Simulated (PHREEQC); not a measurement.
## Acid mine or pickling water: an equilibrium model

Synthetic water in mmol/kgw, 25 °C, pH 2.24:

| constituent | mmol/kgw |
|---|---|
| Na | 61 |
| K | 1.88 |
| Ca | 24.5 |
| Mg | 0.529 |
| Cl | 22 |
| S(6) | 57.2 |
| Mn(2) | 0.129 |
| Br | 0.256 |

Valence states are taken as typed.

Equilibrium calculation in PHREEQC: Pitzer model, pitzer.dat.

No solid was allowed to form.

Q: What specific conductance, osmotic coefficient does the model give?

A: specific conductance 13200 µS/cm; osmotic coefficient 0.789.

Q: In which forms is S present?

A: SO4-2 87 %, HSO4- 13 % of the S.

The solution is supersaturated, for example in Gypsum, so a real one may precipitate; this is no full list. Species that the database lacks are ignored.
